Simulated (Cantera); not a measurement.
Input (Python, Cantera) and output of one run.

```python
import numpy as np
import cantera as ct

gas_names = """
    NO H NH3
""".split()
cond_names = """
    Zr(a) Zr(b) Zr(L) ZrO2(a) ZrO2(b) ZrO2(L)
""".split()


# ... load() reads the species with a 1 bar reference pressure and builds the phases ...
species = {s.name: s for s in load("nasa_gas.yaml", gas_names) + load("nasa_condensed.yaml", cond_names)}
# Each term lists the table entries of one substance; the one whose range holds T is used.
reactions = {
    '2 NO(g) + Zr + 6 H(g) = ZrO2 + 2 NH3(g)':
        [(-2, ['NO']), (-1, ['Zr(a)', 'Zr(b)', 'Zr(L)']), (-6, ['H']), (1, ['ZrO2(a)', 'ZrO2(b)', 'ZrO2(L)']), (2, ['NH3'])],
}


def pick(names, T):
    return next(species[n] for n in names if species[n].thermo.min_temp <= T <= species[n].thermo.max_temp)


results = []
for label, terms in reactions.items():
    print(label)
    print("     T/K   dH/kJ  dS/(J/K)   dG/kJ   log10 K")
    for T in [300, 598, 698, 798, 898, 998, 1098]:
        used = [(nu, pick(names, T)) for nu, names in terms]
        dH = sum(nu * s.thermo.h(T) for nu, s in used) / 1e6
        dS = sum(nu * s.thermo.s(T) for nu, s in used) / 1e3
        dG = dH - T * dS / 1e3
        logK = -dG * 1e6 / (ct.gas_constant * T * np.log(10))
        results.append((label, T, dH, dS, dG, logK, [s.name for _, s in used]))
        print(f"{T:8g} {dH:8.1f} {dS:8.1f} {dG:8.1f} {logK:8.2f}")
```

Result:

```
2 NO(g) + Zr + 6 H(g) = ZrO2 + 2 NH3(g)
     T/K   dH/kJ  dS/(J/K)   dG/kJ   log10 K
     300  -2680.0   -713.3  -2466.0   429.37
     598  -2699.6   -759.8  -2245.3   196.12
     698  -2704.7   -767.7  -2168.9   162.31
     798  -2709.3   -773.8  -2091.8   136.92
     898  -2713.5   -778.7  -2014.2   117.16
     998  -2717.2   -782.7  -1936.1   101.33
    1098  -2720.6   -785.9  -1857.6    88.37
```

Source: NASA polynomial tables (part measured, part estimated), evaluated in Cantera. Condensed species are held in their standard states even where they would react or evaporate.
